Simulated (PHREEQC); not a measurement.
A solution holds 0.29 mol/kgw Na3PO4, at 25 °C. Closed to the air; pH follows from the charge balance.

Equilibrium calculation in PHREEQC: ion-association model, phreeqc.dat.

Each row changes one thing in this solution. No solid was allowed to form.

```csv
case,pH,ionic strength (mol/kgw)
as made,12.13,1.68
Na3PO4 from 0.29 to 0.319 mol/kgw,12.14,1.85
diluted 100-fold with water,11.34,0.0124
temperature from 25 to 5 °C,12.62,1.71
Na3PO4 replaced by NaHF2 at the same molality,2.96,0.279
diluted 2-fold with water,12.06,0.825
0.16 mol/kgw NaOH added,12.95,1.89
0.0072 mol/kgw TMAH added,12.20,1.69
```

The ionic strength passes 0.7 mol/kgw, the rough limit of the ion-association models, in as made; Na3PO4 from 0.29 to 0.319 mol/kgw; temperature from 25 to 5 °C; diluted 2-fold with water; 0.16 mol/kgw NaOH added; 0.0072 mol/kgw TMAH added. (CH3)4N+ isn't in the database: it is added as a free cation with an ion size of 4 Å. At this temperature some constants are extrapolated from 25 °C, and those without enthalpy data are left unchanged.
